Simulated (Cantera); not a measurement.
# Thermodynamics of tantalum, niobium, vanadium and zirconium in process gases, feed Zr + NH3 + H2 + N2O

A closed system holds: 1 mol Zr, 0.23 mol NH3, a varied amount of H2, 3.1 mol N2O, at 1725 °C and 15.0 Torr.

These are equilibrium values from Cantera (NASA tables, ideal gas, pure condensed phases), not measurements of a reactor. Candidate condensed phases: H2O, Zr, ZrN, ZrO2; 28 gas species. Equilibrium is a limit: real reactors are often held back by kinetics, nucleation or transport.

```csv
n(H2) (mol),x H2,x N2,x H2O,x H,n ZrO2(tetragonal)
5.8,0.533,0.342,0.117,0.00829,1.00
7.9,0.616,0.279,0.0954,0.00891,1.00
11,0.696,0.220,0.0751,0.00947,1.00
14,0.746,0.182,0.0622,0.00981,1.00
19,0.800,0.142,0.0484,0.0102,1.00
26,0.844,0.108,0.0370,0.0104,1.00
35,0.878,0.0829,0.0283,0.0106,1.00
48,0.906,0.0620,0.0212,0.0108,1.00
64,0.926,0.0473,0.0162,0.0109,1.00
87,0.942,0.0353,0.0121,0.0110,1.00
120,0.954,0.0259,0.00884,0.0111,1.00
```
x: gas mole fraction; n: condensed amount in mol.

From 5.8 mol H2 to 120 mol H2 the condensed part is ZrO2(tetragonal).
